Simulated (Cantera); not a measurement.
Source: NASA polynomial tables (part measured, part estimated), evaluated in Cantera. Values are per mole of reaction as written; species without (g) are pure solids or liquids, kept so even where they would boil at 1 bar. TiC: taken at fixed stoichiometry.

Question: Between 2500 and 3000 K, where is each reaction favourable under standard conditions?
- 4 H2O(g) + 5 TiC ⇌ C3H8(g) + 5 Ti + 2 CO2(g)

Answer: 
- 4 H2O(g) + 5 TiC ⇌ C3H8(g) + 5 Ti + 2 CO2(g): ΔG° is 1030 kJ at 2500 K and 1005 kJ at 3000 K; it stays positive (K < 1). ΔH° is 1162 kJ and ΔS° 52 J/K at 3000 K.
